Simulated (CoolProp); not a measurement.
C2F6 (R116) along the isobar 8.71 MPa: fugacity coefficient from the reference equation and from simpler models built on Tc = 293.0 K, pc = 3.048 MPa, ω = 0.257; each cubic takes its own stable root.

The numbers come from the reference Helmholtz-energy equation of state, Lemmon 2006 in CoolProp. It is a short technical equation, of lower accuracy than the large ones.

```csv
T (K),phase,reference
182.5,liquid,0.008744
191.8,liquid,0.01476
201.1,liquid,0.02346
210.4,liquid,0.03538
219.7,liquid,0.05101
228.9,liquid,0.07047
238.2,liquid,0.09440
247.5,liquid,0.1227
256.8,liquid,0.1552
266.1,liquid,0.1916
275.4,liquid,0.2316
284.7,liquid,0.2744
```

Task: How far does each simpler model (van der Waals, Redlich-Kwong, Soave-Redlich-Kwong) lie from the reference over these 12 states: mean and median of the absolute difference, and the worst?

Result: 
- van der Waals: mean 207.0 %, median 128.8 %, worst +687.1 % at 182.5 K and 8.71 MPa
- Redlich-Kwong: mean 38.8 %, median 32.8 %, worst +90.5 % at 182.5 K and 8.71 MPa
- Soave-Redlich-Kwong: mean 3.1 %, median 3.3 %, worst +4.2 % at 284.7 K and 8.71 MPa
